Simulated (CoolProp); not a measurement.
Vapour-liquid equilibrium of cis-2-butene (1) + acetone (2) at 0.0544 MPa; x and y are mole fractions of (1).

Computed with CoolProp (multi-fluid Helmholtz-energy mixture model, Lemmon 2005 and Lemmon 2006; pair parameters Bell 2016).

| x | bubble temperature, mixture model (K) | bubble temperature, Raoult's law (K) | y, mixture model | y, Raoult's law |
|---|---|---|---|---|
| 0.05 | 297.1 | 306.1 | 0.479 | 0.252 |
| 0.125 | 283.4 | 298.5 | 0.739 | 0.497 |
| 0.2 | 275.8 | 292.4 | 0.832 | 0.650 |
| 0.275 | 271.4 | 287.3 | 0.874 | 0.749 |
| 0.35 | 268.8 | 282.9 | 0.895 | 0.817 |
| 0.425 | 267.3 | 279.2 | 0.908 | 0.865 |
| 0.5 | 266.2 | 276.0 | 0.916 | 0.901 |
| 0.575 | 265.5 | 273.2 | 0.922 | 0.927 |
| 0.65 | 265.0 | 270.6 | 0.928 | 0.948 |
| 0.725 | 264.4 | 268.3 | 0.935 | 0.964 |
| 0.8 | 263.8 | 266.3 | 0.944 | 0.976 |
| 0.875 | 263.0 | 264.4 | 0.957 | 0.987 |
| 0.95 | 262.2 | 262.7 | 0.979 | 0.995 |

The largest gap from Raoult's law is -16.6 K in bubble temperature, at x = 0.2. No azeotrope shows between x = 0.05 and 0.95.

The pair parameters rest on a limited set of measurements; away from them the model extrapolates. With so large a gap from Raoult's law the liquid may split in two, which this calculation doesn't test in full.
